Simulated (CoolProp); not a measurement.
A Linde-Hampson liquefier for methane: isothermal reversible compression at 290 K from 1 atm to 20 MPa, throttling to 1 atm, return gas leaving the recuperator 2 K below the feed. Each further row changes one setting.

Model: reference Helmholtz-energy equation of state, Setzmann 1991, in CoolProp.

```tsv
case	liquid yield per pass	compression work (kJ/kg of gas)
as stated	0.212	747
high pressure 40 MPa	0.264	840
warm-end temperature 320 K	0.157	842
warm-end gap 7 K	0.202	747
```
